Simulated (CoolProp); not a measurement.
Vapour-liquid equilibrium of R1234yf (1) + R152A (2) at 340.5 K; x and y are mole fractions of (1).

Model: multi-fluid Helmholtz-energy mixture model, Lemmon 2022 and Outcalt 1996; pair parameters Bell 2023, in CoolProp.

Problem. Give the bubble pressure and the first vapour's composition at x = 0.125, 0.8, 0.875. Is there an azeotrope?

Solution. x = 0.125: 1.853 MPa, y = 0.145; x = 0.8: 1.961 MPa, y = 0.795; x = 0.875: 1.952 MPa, y = 0.871. y crosses x between x = 0.575 and 0.65: the model has an azeotrope there.

The pair parameters rest on a limited set of measurements; away from them the model extrapolates.
